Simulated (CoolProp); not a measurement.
R1123 along the isotherm 200.2 K: density (kg/m³) from the reference equation and from simpler models built on Tc = 331.7 K, pc = 4549 kPa, ω = 0.243; each cubic takes its own stable root.

Computed with CoolProp (reference Helmholtz-energy equation of state, Akasaka 2020).

| p (kPa) | phase | reference |
|---|---|---|
| 63.2 | liquid | 1380 |
| 130 | liquid | 1380 |
| 267 | liquid | 1381 |
| 548 | liquid | 1381 |
| 1120 | liquid | 1382 |
| 2310 | liquid | 1385 |

Problem. How far does each simpler model (Soave-Redlich-Kwong, Peng-Robinson) lie from the reference over these 6 states: mean and median of the absolute difference, and the worst?

Solution. 
- Soave-Redlich-Kwong: mean 8.7 %, median 8.7 %, worst -8.7 % at 200.2 K and 63.2 kPa
- Peng-Robinson: mean 3.0 %, median 3.0 %, worst +3.0 % at 200.2 K and 2310 kPa
